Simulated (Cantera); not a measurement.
An isothermal plug-flow reactor at 900 K and 4.40 bar (inlet), inlet velocity 0.47 m/s, active area per volume 460 1/m; feed H2 : O2 : N2 : H2O = 0.017 : 0.14 : 0.79 : 0.007 (molar parts), equivalence ratio 0.061.

Cantera simulation using Deutschmann's 1995 Pt surface mechanism with GRI-Mech 3.0 gas chemistry; the numbers are that mechanism's predictions, not measurements. Catalytic surfaces can have several steady states; this one follows from the mechanism file's or the stated starting coverage. Mass transfer to the wall is taken as infinitely fast.

x: gas mole fraction; θ: surface coverage.

```
z (m)        x H2   x O2   x H2O  θ free Pt   θ O*    θ OH*
-------  --------  -----  ------  ---------  -----  -------
0.00054         ?  0.140  0.0231     0.0676  0.927  0.00540
0.0012          ?  0.139  0.0248     0.0554  0.940  0.00502
0.0025          ?  0.139  0.0253     0.0524  0.943  0.00492
0.0054          ?  0.139  0.0254     0.0521  0.943  0.00491
0.012    2.34e-12  0.139  0.0254     0.0521  0.943  0.00491
0.025    1.34e-12  0.139  0.0254     0.0521  0.943  0.00491
0.054    1.32e-12  0.139  0.0254     0.0521  0.943  0.00491
```

Q: Some entries are withheld; supply them.

A: 
- 0.00054, x H2: 0.00230
- 0.0012, x H2: 0.000564
- 0.0025, x H2: 4.74e-5
- 0.0054, x H2: 2.13e-7
